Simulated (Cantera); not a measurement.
Input: 1 mol Si, 0.65 mol Cl2, 4.3 mol H2, equilibrated at 0.500 bar.

Cantera equilibrium calculation (NASA polynomials, part measured and part estimated; ideal gas, pure solids and liquids). Candidate condensed phases: Si; 19 gas species. The tables' values for SiCl3 are old estimates; treat these amounts as uncertain. The numbers say what is thermodynamically allowed, not how fast it happens. All values below are at 700 °C.

Base state: H2 0.915, SiCl4 0.0470, SiHCl3 0.0268, HCl 0.00900, SiH2Cl2 0.00160, SiCl3 0.000483, SiCl2 0.000142, SiH3Cl 2.41e-5 (mole fractions); condensed: Si(s).

### Question
What changes in the equilibrium state with this change: pressure from 0.500 bar to 1.00 bar?

### Answer
| species | before | after |
|---|---|---|
| H2 | 0.915 | 0.915 |
| SiCl4 | 0.0470 | 0.0445 |
| SiHCl3 | 0.0268 | 0.0306 |
| HCl | 0.00900 | 0.00747 |
| SiH3Cl | 2.41e-5 | 4.00e-5 |
| SiCl2 | 0.000142 | 9.80e-5 |
| Si(s), mol | 0.650 | 0.643 |
